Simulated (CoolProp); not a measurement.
Saturated liquid density (kg/m³) of n-nonane: the reference equation beside estimates from Tc = 594.5 K, pc = 22.82 bar, ω = 0.443. Rackett uses Z = 0.29056 − 0.08775 ω.

The numbers come from the reference Helmholtz-energy equation of state, Lemmon 2006 in CoolProp. It is a short technical equation, of lower accuracy than the large ones.

| T (K) | reference | Rackett | van der Waals | Redlich-Kwong | Soave-Redlich-Kwong | Peng-Robinson |
|---|---|---|---|---|---|---|
| 442.5 | 591.4 | 598.9 | 324.3 | 465.6 | 502.1 | 568.7 |
| 457.8 | 576.2 | 582.5 | 315.8 | 450.3 | 487.1 | 552.1 |
| 473.1 | 560.3 | 565.1 | 306.7 | 434.0 | 470.7 | 534.0 |
| 488.4 | 543.3 | 546.7 | 297.0 | 416.5 | 452.8 | 513.9 |
| 503.7 | 524.9 | 527.0 | 286.5 | 397.6 | 433.0 | 491.4 |
| 519 | 504.9 | 505.7 | 275.1 | 377.0 | 410.9 | 466.2 |
| 534.3 | 482.4 | 482.0 | 262.3 | 354.3 | 385.8 | 437.4 |
| 549.6 | 456.4 | 455.0 | 247.9 | 328.5 | 356.8 | 403.6 |
| 564.9 | 424.2 | 422.6 | 230.7 | 298.3 | 321.9 | 362.7 |

Absolute difference from the reference over all 9 rows, mean and median: Rackett 0.6 and 0.4 %, van der Waals 45.4 and 45.4 %, Redlich-Kwong 24.8 and 24.3 %, Soave-Redlich-Kwong 18.4 and 17.5 %, Peng-Robinson 7.5 and 6.4 %.
